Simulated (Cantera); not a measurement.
A freely propagating, adiabatic, planar premixed flame of CO : H2 : O2 : N2 = 1 : 0.55 : 1.05 : 2.83 (molar parts), equivalence ratio 0.74, unburnt at 300 K and 0.133 bar; mixture-averaged transport, grid criteria slope 0.08 and curve 0.16, no radiation.

Cantera simulation using GRI-Mech 3.0 (53 species, 325 reactions); the numbers are that mechanism's predictions, not measurements. Burning velocities carry a grid error of a few per cent, more on coarse grids.

Question: Predict: laminar burning velocity; thermal thickness; peak x(O); peak x(H).

Answer: 
| Quantity | Value |
|---|---|
| laminar burning velocity | 109 cm/s |
| thermal thickness | 5.64 mm |
| peak x(O) | 0.0231 |
| peak x(H) | 0.0329 |
